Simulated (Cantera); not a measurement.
An isothermal, constant-pressure homogeneous reactor starts with CH4 : CO2 = 1 : 0.52 (molar parts), at 2175 K and 100.0 Torr. Integrator tolerance rtol = 1e-08.

Model: GRI-Mech 3.0 (53 species, 325 reactions), integrated in Cantera. GRI-Mech 3.0 stops at C3 and has no aromatics, soot or wall deposition, so with more carbon than oxygen in the feed, carbon stays in small species such as C2H2 where larger ones or solid carbon would form.

Task: What does this change do: temperature 2175 to 1375 K?

Result: 
| quantity | before | after |
|---|---|---|
| x(CH4) at 30.0 s | 9.40e-5 (gas-phase equilibrium 9.43e-5) | 0.298 (gas-phase equilibrium 0.0455) |
| x(CO2) at 30.0 s | 2.31e-8 (gas-phase equilibrium 2.32e-8) | 0.162 (gas-phase equilibrium 1.56e-7) |
| x(H) at 30.0 s | 0.0102 (gas-phase equilibrium 0.0102) | 1.89e-6 (gas-phase equilibrium 6.91e-6) |
| x(HO2) at 30.0 s | <1e-12 (gas-phase equilibrium <1e-12) | <1e-12 (gas-phase equilibrium <1e-12) |
| x(C2H2) at 30.0 s | 0.0784 (gas-phase equilibrium 0.0784) | 0.103 (gas-phase equilibrium 0.0557) |
| x(O) at 30.0 s | 6.01e-12 (gas-phase equilibrium 6.03e-12) | <1e-12 (gas-phase equilibrium <1e-12) |
| x(CH2) at 30.0 s | 8.14e-7 (gas-phase equilibrium 8.16e-7) | 5.83e-10 (gas-phase equilibrium 1.05e-10) |
